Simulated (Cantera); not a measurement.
Premixed flame

A freely propagating, adiabatic, planar premixed flame of 40.1 % H₂, 8.03 % O₂, 30.2 % N₂, 21.7 % H₂O, equivalence ratio 2.5, unburnt at 625 K and 5030 Torr; unity-Lewis-number transport, grid criteria slope 0.08 and curve 0.16, no radiation.

Cantera simulation using the H2/O2 subset of GRI-Mech 3.0, which has no nitrogen chemistry; the numbers are that mechanism's predictions, not measurements. The hydrogen kinetics of GRI-Mech 3.0 are dated; newer H2 mechanisms differ, most at raised pressure. Unity Lewis numbers drop preferential diffusion, which matters most where H2 and H carry the flame. Burning velocities carry a grid error of a few per cent, more on coarse grids.

```
z (mm)   T (K)  u (m/s)   x H₂      x O₂  x H₂O    x H₂O₂       x O     x HO₂
-------  -----  -------  -----  --------  -----  --------  --------  --------
-0.183     627     1.84  0.401    0.0802  0.217   8.45e-7     <1e-8   1.72e-6
-0.122     634     1.86  0.400    0.0797  0.218   4.65e-6     <1e-8   9.73e-6
-0.0916    648     1.89  0.399    0.0789  0.220   1.14e-5     <1e-8   2.46e-5
-0.0610    699     2.04  0.394    0.0757  0.227   3.47e-5     <1e-8   8.52e-5
-0.0305    922     2.65  0.369    0.0615  0.261  0.000108   1.19e-6  0.000412
-0.0153   1172     3.31  0.339    0.0444  0.301  0.000106   3.48e-5  0.000540
0         1437     3.98  0.300    0.0235  0.351   2.43e-5  0.000149  0.000239
0.0153    1594     4.36  0.273   0.00956  0.384   3.44e-6  0.000141   8.33e-5
0.0305    1667     4.53  0.262   0.00362  0.398   1.47e-6   7.72e-5   2.94e-5
0.0610    1721     4.66  0.258  0.000679  0.406   4.87e-7   2.37e-5   5.19e-6
0.122     1751     4.73  0.259   6.42e-5  0.409   1.16e-7   5.48e-6   4.73e-7
0.244     1766     4.76  0.261   4.73e-6  0.409   2.53e-8   1.19e-6   3.58e-8
0.488     1773     4.78  0.261   4.73e-7  0.410     <1e-8   2.65e-7     <1e-8
```
x: mole fraction of selected species; z is measured from the peak of heat release.

- laminar burning velocity: 183 cm/s
- thermal thickness: 0.0610 mm
- peak x(H₂O₂): 0.000121
- peak x(O): 0.000165
- peak x(HO₂): 0.000572
- grid points: 102
